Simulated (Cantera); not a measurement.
## Dilute partial oxidation

An isothermal, constant-pressure homogeneous reactor starts with 0.298 % CH3OH, 0.338 % O2, 99.4 % N2, at 1350 K and 10.0 bar.

Model: GRI-Mech 3.0 (53 species, 325 reactions), integrated in Cantera. GRI-Mech 3.0 was tuned for natural gas; its chemistry of methanol as a main component is partial and can be far from experiment.

```
t (s)      x CH3OH      x O2    x CH4    x C2H6       x O     x CH3       x H
--------  --------  --------  -------  --------  --------  --------  --------
5.00e-6    0.00298   0.00338  1.76e-9  2.81e-12   1.50e-9   5.33e-8   1.81e-8
1.95e-5    0.00298   0.00338  2.49e-8  1.41e-10   1.65e-9   1.86e-7   2.12e-8
7.58e-5    0.00297   0.00337  2.76e-7   3.90e-9   2.42e-9   4.10e-7   3.88e-8
0.000295   0.00284   0.00334  1.17e-6   1.41e-8   1.17e-8   1.49e-7   2.50e-7
0.00115   1.59e-10  0.000141  4.00e-8    <1e-12   1.07e-5   1.47e-9  0.000119
0.00447   1.65e-11   9.93e-7  6.17e-9    <1e-12   1.90e-8  1.97e-10   1.14e-5
0.0174    7.83e-12   5.55e-8  4.87e-9    <1e-12  4.42e-10  9.85e-11   2.13e-6
0.0678    2.69e-12   5.85e-9  4.54e-9    <1e-12  1.98e-11  3.56e-11   4.90e-7
0.264       <1e-12  7.50e-10  4.45e-9    <1e-12  1.40e-12  1.09e-11   1.34e-7
1.03        <1e-12  6.40e-11  4.41e-9    <1e-12    <1e-12  4.20e-12   5.18e-8
4.00        <1e-12    <1e-12  4.37e-9    <1e-12    <1e-12  2.87e-12   3.73e-8
```
x: mole fraction; the columns are a selection and need not sum to one.

Equilibrium at this temperature and pressure: CH3OH <1e-12, O2 <1e-12, CH4 1.14e-12, C2H6 <1e-12, O <1e-12, CH3 <1e-12, H 2.62e-8 (gas phase only).
